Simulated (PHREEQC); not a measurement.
A solution holds 0.22 mol/kgw KF, at 25 °C. Closed to the air; pH follows from the charge balance.

Computed with PHREEQC (ion-association model, phreeqc.dat).

```
Quantity                      Value
--------------------  -------------
pH                             8.22
ionic strength        0.220 mol/kgw
activity of water             0.993
specific conductance    22100 µS/cm
density                 1.008 g/cm³
```

```tsv
species	molality	activity	log γ
F-	0.220	0.154	-0.155
K+	0.220	0.155	-0.152
OH-	2.41e-6	1.68e-6	-0.155
HF	1.31e-6	1.38e-6	0.022
HF2-	1.09e-6	8.12e-7	-0.129
H+	7.51e-9	5.96e-9	-0.100
```

Precipitation was switched off in this run.
